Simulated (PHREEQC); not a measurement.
Make-up at 25 °C: 0.0021 mol HF, 0.0023 mol (NH4)2SiF6, 0.052 mol H3BO3 and 0.003 mol HCl per kg of water. Closed to the air; pH follows from the charge balance.

All values are PHREEQC results (ion-association model, wateq4f.dat), not measurements.

```
quantity                    before     after
------------------------  --------  --------
pH                            2.57      2.53
ionic strength (mol/kgw)   0.00784   0.00991
H4SiO4 (mol/kgw)           0.00201  0.000225
HF (mol/kgw)               0.00133   0.00271
F- (mol/kgw)              0.000358  0.000681
SiF6-2 (mol/kgw)          0.000288   0.00208
SI of SiO2(a) (SiO2)         +0.02     -0.94
```

Problem. What was changed between the two runs?
(A) H3BO3 replaced by HBF4 at the same molality
(B) H3BO3 left out
(C) HCl left out
(D) 0.0022 mol/kgw H3PO4 added
(E) HF from 0.0021 to 0.00315 mol/kgw

Solution. B, H3BO3 left out

This is a speciation only: nothing precipitates in the calculation. Some of these states are supersaturated (in Quartz (slow to form), Chalcedony (slow to form), for instance). SiF6-2 is the database's only silicon fluoride. Real BF4- forms and hydrolyses slowly; the run takes it at equilibrium.
